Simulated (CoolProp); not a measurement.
Vapour-liquid equilibrium of cyclohexane (1) + p-xylene (2) at 22.1 kPa; x and y are mole fractions of (1).

The numbers come from the multi-fluid Helmholtz-energy mixture model, Zhou 2014 and Zhou 2012; pair parameters Bell 2016 in CoolProp.

**Question.** Give the bubble temperature and the first vapour's composition at x = 0.35, 0.45, 0.75. Is there an azeotrope?

**Answer.** x = 0.35: 55.5 °C, y = 0.825; x = 0.45: 51.3 °C, y = 0.874; x = 0.75: 42.7 °C, y = 0.955. No azeotrope shows between x = 0.05 and 0.95.

Pair parameters are fitted to limited data, so mixtures are less certain than the pure fluids.
